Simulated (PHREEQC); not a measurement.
**Acid mine or pickling water**

Model water analysis in mg/L, 52 °C, pH 3.45, pe 9.8: Na 85.4; K 10.9; Ca 170; Mg 5.44; Cl 71; S(6) as SO4 547; B 0.0505; Cu(2) 3.71; O(0) (dissolved oxygen) 0.661; Br 0.457.

Valence states are taken as typed.

Model: ion-association model, phreeqc.dat, run in PHREEQC.

Each row changes one thing in this solution. Precipitation was switched off in this run.

```
case                                               ionic strength (mol/kgw)  SO4-2 (mol/kgw)  Ca+2 (mol/kgw)  CaSO4 (mol/kgw)  HSO4- (mol/kgw)  Mg+2 (mol/kgw)  SI of Gypsum (CaSO4:2H2O)  SI of Halite (NaCl)
-------------------------------------------------  ------------------------  ---------------  --------------  ---------------  ---------------  --------------  -------------------------  -------------------
as made                                                              0.0188          0.00434         0.00324         0.001000         0.000189        0.000136                      -0.70                -6.85
all concentrations times 3 at the same typed pH                      0.0507           0.0117         0.00851       (withheld)         0.000419      (withheld)                      -0.07                -5.96
B from 0.0505 to 0.152 mg/L                                          0.0188          0.00434         0.00324         0.001000         0.000189        0.000136                      -0.70                -6.85
S(6) from 547 to 1640 mg/L                                           0.0375           0.0144         0.00246          0.00179         0.000553         8.83e-5                      -0.45                -6.90
temperature from 52 to 45 °C at the same typed pH                (withheld)          0.00440      (withheld)       (withheld)         0.000161        0.000143                      -0.71                -6.84
```

### Question
What belongs in the gaps?

### Answer

- all concentrations times 3 at the same typed pH, CaSO4 (mol/kgw): 0.00423
- all concentrations times 3 at the same typed pH, Mg+2 (mol/kgw): 0.000327
- temperature from 52 to 45 °C at the same typed pH, ionic strength (mol/kgw): 0.0190
- temperature from 52 to 45 °C at the same typed pH, Ca+2 (mol/kgw): 0.00326
- temperature from 52 to 45 °C at the same typed pH, CaSO4 (mol/kgw): 0.000984

Complexes and solids missing from the database can't appear. At this temperature some constants are extrapolated from 25 °C, and those without enthalpy data are left unchanged.
